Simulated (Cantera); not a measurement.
## N2O + H2 + N2 (abatement and gas-phase synthesis)

Input: 1 mol N2O, 1.2 mol H2, 0.2 mol N2, at 19000 Pa.

Method: chemical equilibrium by Gibbs-energy minimisation in Cantera with the NASA 1993 tables (ideal gas, pure condensed phases). Candidate condensed phases: H2O; 24 gas species. Equilibrium is a limit: real reactors are often held back by kinetics, nucleation or transport.

```
T (°C)  log p N2  log p H2O  log p H  log p H2  log p O  log p OH  log p O2  log p NO
------  --------  ---------  -------  --------  -------  --------  --------  --------
1600       -1.02      -1.10    -4.09     -1.80    -6.91     -4.50     -6.57     -5.68
1800       -1.02      -1.10    -3.48     -1.80    -5.55     -3.73     -5.22     -4.76
2000       -1.03      -1.11    -2.98     -1.80    -4.44     -3.10     -4.12     -4.01
2200       -1.03      -1.13    -2.54     -1.77    -3.55     -2.60     -3.30     -3.43
2400       -1.05      -1.20    -2.14     -1.70    -2.87     -2.24     -2.76     -3.03
2600       -1.08      -1.32    -1.79     -1.63    -2.38     -2.01     -2.47     -2.77
2800       -1.12      -1.53    -1.51     -1.60    -2.01     -1.89     -2.34     -2.63
3000       -1.18      -1.86    -1.30     -1.66    -1.75     -1.89     -2.36     -2.57
```
log p: log10 of the partial pressure in bar; nothing condenses.

From 1600 °C to 3000 °C nothing is condensed.
